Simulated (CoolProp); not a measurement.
Tetrahydrofuran at 290.92 K and 1.75 MPa is throttled through a valve to 0.338 MPa with no heat exchange. Each further row changes one setting.

Model: reference Helmholtz-energy equation of state, Fiedler 2023, in CoolProp.

| case | temperature change (K) | final density (kg/m³) |
|---|---|---|
| as stated | +0.6 | 889 |
| outlet pressure 0.101 MPa | +0.7 | 889 |
| outlet pressure 0.439 MPa | +0.6 | 890 |
